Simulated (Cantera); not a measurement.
## Abatement and gas-phase synthesis: HF + H₂O

Charge: 1 mol HF, a varied amount of H₂O, at 3300 K and 10000 Pa.

These are equilibrium values from Cantera (NASA tables, ideal gas, pure condensed phases), not measurements of a reactor. Candidate condensed phases: H₂O; 22 gas species. Equilibrium is a limit: real reactors are often held back by kinetics, nucleation or transport.

From 0.22 mol H₂O to 4.7 mol H₂O nothing is condensed.

```json
[
 {"n(H₂O) (mol)": "0.22", "x HF": "0.591", "x H": "0.209", "x O": "0.0879", "x H₂": "0.0327", "x OH": "0.0232", "x H₂O": "0.00886", "x O₂": "0.00926", "x F": "0.0383"},
 {"n(H₂O) (mol)": "0.32", "x HF": "0.524", "x H": "0.239", "x O": "0.105", "x H₂": "0.0428", "x OH": "0.0317", "x H₂O": "0.0139", "x O₂": "0.0133", "x F": "0.0297"},
 {"n(H₂O) (mol)": "0.47", "x HF": "0.448", "x H": "0.271", "x O": "0.122", "x H₂": "0.0551", "x OH": "0.0419", "x H₂O": "0.0208", "x O₂": "0.0180", "x F": "0.0224"},
 {"n(H₂O) (mol)": "0.69", "x HF": "0.370", "x H": "0.302", "x O": "0.139", "x H₂": "0.0683", "x OH": "0.0528", "x H₂O": "0.0292", "x O₂": "0.0230", "x F": "0.0166"},
 {"n(H₂O) (mol)": "1", "x HF": "0.297", "x H": "0.329", "x O": "0.152", "x H₂": "0.0810", "x OH": "0.0632", "x H₂O": "0.0380", "x O₂": "0.0278", "x F": "0.0122"},
 {"n(H₂O) (mol)": "1.5", "x HF": "0.225", "x H": "0.354", "x O": "0.165", "x H₂": "0.0938", "x OH": "0.0736", "x H₂O": "0.0477", "x O₂": "0.0325", "x F": "0.00863"},
 {"n(H₂O) (mol)": "2.2", "x HF": "0.169", "x H": "0.373", "x O": "0.174", "x H₂": "0.104", "x OH": "0.0819", "x H₂O": "0.0559", "x O₂": "0.0363", "x F": "0.00613"},
 {"n(H₂O) (mol)": "3.2", "x HF": "0.124", "x H": "0.387", "x O": "0.181", "x H₂": "0.112", "x OH": "0.0886", "x H₂O": "0.0628", "x O₂": "0.0393", "x F": "0.00434"},
 {"n(H₂O) (mol)": "4.7", "x HF": "0.0889", "x H": "0.399", "x O": "0.186", "x H₂": "0.119", "x OH": "0.0938", "x H₂O": "0.0685", "x O₂": "0.0417", "x F": "0.00302"}
]
```
x: gas mole fraction; nothing condenses.
